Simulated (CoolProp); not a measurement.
Vapour-liquid equilibrium of dimethyl ether (1) + methanol (2) at 336.5 K; x and y are mole fractions of (1).

The numbers come from the multi-fluid Helmholtz-energy mixture model, Wu 2011 and de Reuck 1993; pair parameters Bell 2016 in CoolProp.

```json
[
 {"x": "0.05", "bubble pressure (MPa)": "0.2317", "y at the bubble point": "0.589", "dew pressure at overall composition x (MPa)": "0.1020", "liquid density (mol/L)": "22.73"},
 {"x": "0.125", "bubble pressure (MPa)": "0.4128", "y at the bubble point": "0.776", "dew pressure at overall composition x (MPa)": "0.1108", "liquid density (mol/L)": "21.78"},
 {"x": "0.2", "bubble pressure (MPa)": "0.5681", "y at the bubble point": "0.842", "dew pressure at overall composition x (MPa)": "0.1210", "liquid density (mol/L)": "20.87"},
 {"x": "0.275", "bubble pressure (MPa)": "0.6996", "y at the bubble point": "0.876", "dew pressure at overall composition x (MPa)": "0.1333", "liquid density (mol/L)": "19.99"},
 {"x": "0.35", "bubble pressure (MPa)": "0.8107", "y at the bubble point": "0.897", "dew pressure at overall composition x (MPa)": "0.1484", "liquid density (mol/L)": "19.15"},
 {"x": "0.425", "bubble pressure (MPa)": "0.9057", "y at the bubble point": "0.911", "dew pressure at overall composition x (MPa)": "0.1673", "liquid density (mol/L)": "18.34"},
 {"x": "0.5", "bubble pressure (MPa)": "0.9890", "y at the bubble point": "0.923", "dew pressure at overall composition x (MPa)": "0.1917", "liquid density (mol/L)": "17.56"},
 {"x": "0.575", "bubble pressure (MPa)": "1.065", "y at the bubble point": "0.932", "dew pressure at overall composition x (MPa)": "0.2244", "liquid density (mol/L)": "16.80"},
 {"x": "0.65", "bubble pressure (MPa)": "1.139", "y at the bubble point": "0.942", "dew pressure at overall composition x (MPa)": "0.2706", "liquid density (mol/L)": "16.07"},
 {"x": "0.725", "bubble pressure (MPa)": "1.214", "y at the bubble point": "0.951", "dew pressure at overall composition x (MPa)": "0.3405", "liquid density (mol/L)": "15.35"},
 {"x": "0.8", "bubble pressure (MPa)": "1.294", "y at the bubble point": "0.961", "dew pressure at overall composition x (MPa)": "0.4585", "liquid density (mol/L)": "14.66"},
 {"x": "0.875", "bubble pressure (MPa)": "1.384", "y at the bubble point": "0.974", "dew pressure at overall composition x (MPa)": "0.6949", "liquid density (mol/L)": "13.97"},
 {"x": "0.95", "bubble pressure (MPa)": "1.485", "y at the bubble point": "0.988", "dew pressure at overall composition x (MPa)": "1.207", "liquid density (mol/L)": "13.30"}
]
```

No azeotrope shows between x = 0.05 and 0.95.

The pair parameters rest on a limited set of measurements; away from them the model extrapolates.
